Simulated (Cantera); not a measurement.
Charge: 1 mol CF4, at 1625 K and 2.10e-5 bar.

Equilibrium computed with Cantera from the NASA thermochemical tables; the gas is ideal and each condensed phase is pure. Candidate condensed phases: C; 13 gas species. Gases not in the tables: C2F6 and larger saturated fluorocarbons. Rates play no part.

Base state: CF4 0.912, F 0.0580, CF2 0.0283, CF3 0.00132 (mole fractions); condensed: gas only.

Question: What changes in the equilibrium state with this change: temperature from 1625 K to 700 K?

Answer: 
```json
[
 {"species": "CF4", "before": "0.912", "after": "1.00"},
 {"species": "F", "before": "0.0580", "after": "<1e-9"},
 {"species": "CF2", "before": "0.0283", "after": "<1e-9"},
 {"species": "CF3", "before": "0.00132", "after": "<1e-9"}
]
```
Condensed phases not in the tables: fluorocarbon polymer.
